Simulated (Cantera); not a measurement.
Equilibrium for carbothermic reduction: Fe₂O₃ + CH₄ + H₂

Charge: 1 mol Fe₂O₃, 4.9 mol CH₄, 0.65 mol H₂, equilibrated at 64.0 Pa.

Cantera equilibrium calculation (NASA polynomials, part measured and part estimated; ideal gas, pure solids and liquids). Candidate condensed phases: C, C₆H₆, C₇H₈, C₈H₁₈, Fe, Fe(CO)₅, FeO, Fe(OH)₂, Fe(OH)₃, Fe₂O₃, Fe₃O₄, H₂O; 114 gas species. Iron dissolves carbon and melts from about 1420 K in contact with it, which pure phases cannot show. Condensed phases not in the tables: cementite and carbon dissolved in iron. Kinetics and transport are ignored.

From 852 °C to 902 °C the condensed part is C(graphite) + Fe(α). From 927 °C to 1152 °C the condensed part is C(graphite) + Fe(γ).

| T (°C) | x H₂ | x CO | x H | x Fe | x CH₄ | n C(graphite) | n Fe(α) | n Fe(γ) |
|---|---|---|---|---|---|---|---|---|
| 852 | 0.777 | 0.223 | 1.55e-6 | 5.26e-9 | 1.11e-5 | 1.90 | 2.00 | 0 |
| 877 | 0.777 | 0.223 | 2.60e-6 | 1.34e-8 | 9.04e-6 | 1.90 | 2.00 | 0 |
| 902 | 0.777 | 0.223 | 4.27e-6 | 3.29e-8 | 7.40e-6 | 1.90 | 2.00 | 0 |
| 927 | 0.777 | 0.223 | 6.88e-6 | 7.75e-8 | 6.10e-6 | 1.90 | 0 | 2.00 |
| 952 | 0.777 | 0.223 | 1.09e-5 | 1.76e-7 | 5.07e-6 | 1.90 | 0 | 2.00 |
| 977 | 0.777 | 0.223 | 1.68e-5 | 3.87e-7 | 4.25e-6 | 1.90 | 0 | 2.00 |
| 1002 | 0.777 | 0.223 | 2.57e-5 | 8.25e-7 | 3.58e-6 | 1.90 | 0 | 2.00 |
| 1027 | 0.777 | 0.223 | 3.85e-5 | 1.71e-6 | 3.04e-6 | 1.90 | 0 | 2.00 |
| 1052 | 0.777 | 0.223 | 5.70e-5 | 3.43e-6 | 2.59e-6 | 1.90 | 0 | 2.00 |
| 1077 | 0.777 | 0.223 | 8.30e-5 | 6.72e-6 | 2.23e-6 | 1.90 | 0 | 2.00 |
| 1102 | 0.777 | 0.223 | 0.000119 | 1.28e-5 | 1.92e-6 | 1.90 | 0 | 2.00 |
| 1127 | 0.777 | 0.223 | 0.000169 | 2.39e-5 | 1.67e-6 | 1.90 | 0 | 2.00 |
| 1152 | 0.777 | 0.223 | 0.000238 | 4.37e-5 | 1.45e-6 | 1.90 | 0 | 2.00 |
x: gas mole fraction; n: condensed amount in mol.
